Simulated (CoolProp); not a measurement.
n-octane at 448.01 K and 0.637 MPa is throttled through a valve to 0.216 MPa with no heat exchange. Each further row changes one setting.

Model: reference Helmholtz-energy equation of state, Beckmüller 2019, in CoolProp.

```tsv
case	temperature change (K)	final phase	final density (kg/m³)
as stated	-19.5	two-phase, vapour fraction 0.199	36.6
outlet pressure 0.0648 MPa	-64.6	two-phase, vapour fraction 0.566	4.27
outlet pressure 0.281 MPa	-8.0	two-phase, vapour fraction 0.085	98.2
```
